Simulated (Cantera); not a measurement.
Feed: 1 mol PH3, 0.046 mol H2, equilibrated at 1873.15 K and 0.00170 bar.

Equilibrium computed with Cantera from the NASA thermochemical tables; the gas is ideal and each condensed phase is pure. Candidate condensed phases: P; 7 gas species. Equilibrium is a limit: real reactors are often held back by kinetics, nucleation or transport.

Base state: H2 0.743, P2 0.242, H 0.0135, P 0.00179, PH 0.000130 (mole fractions); condensed: gas only.

Q: What changes in the equilibrium state with this change: temperature from 1873.15 K to 2075 K?

A: 
| species | before | after |
|---|---|---|
| H2 | 0.743 | 0.705 |
| P2 | 0.242 | 0.232 |
| H | 0.0135 | 0.0542 |
| P | 0.00179 | 0.00830 |
| PH | 0.000130 | 0.000347 |

Q: What changes in the equilibrium state with this change: temperature from 1873.15 K to 1798 K?

A: 
| species | before | after |
|---|---|---|
| H2 | 0.743 | 0.749 |
| P2 | 0.242 | 0.243 |
| H | 0.0135 | 0.00739 |
| P | 0.00179 | 0.000921 |
| PH | 0.000130 | 8.47e-5 |

Q: What changes in the equilibrium state with this change: PH3 replaced by SO2?

A: 
| species | before | after |
|---|---|---|
| SO2 | 0 | 0.915 |
| H2O | 0 | 0.0391 |
| SO | 0 | 0.0385 |
| H2 | 0.743 | 0.00392 |
| P2 | 0.242 | 0 |
| H | 0.0135 | 0.000981 |
| P | 0.00179 | 0 |
| OH | 0 | 0.000760 |
| O2 | 0 | 0.000630 |
| S | 0 | 0.000598 |
Further candidate phases: H2O, H2SO4, S.
